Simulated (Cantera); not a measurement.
Input: 1 mol SiH4, 16 mol H2, equilibrated at 1748 K and 14.0 mbar.

Equilibrium computed with Cantera from the NASA thermochemical tables; the gas is ideal and each condensed phase is pure. Candidate condensed phases: Si; 9 gas species. Gases not in the tables: Si2H6 and higher silanes. Equilibrium is a limit: real reactors are often held back by kinetics, nucleation or transport.

Base state: H2 0.998, H 0.00193, Si 0.000104, SiH2 2.05e-5, SiH 1.64e-5 (mole fractions); condensed: Si(l).

Q: What changes in the equilibrium state with this change: pressure from 14.0 mbar to 0.190 bar?

A: 
```tsv
species	before	after
H2	0.998	0.999
H	0.00193	0.000524
SiH2	2.05e-5	2.05e-5
Si	0.000104	7.66e-6
SiH	1.64e-5	4.44e-6
Si(l), mol	0.997	0.999
```
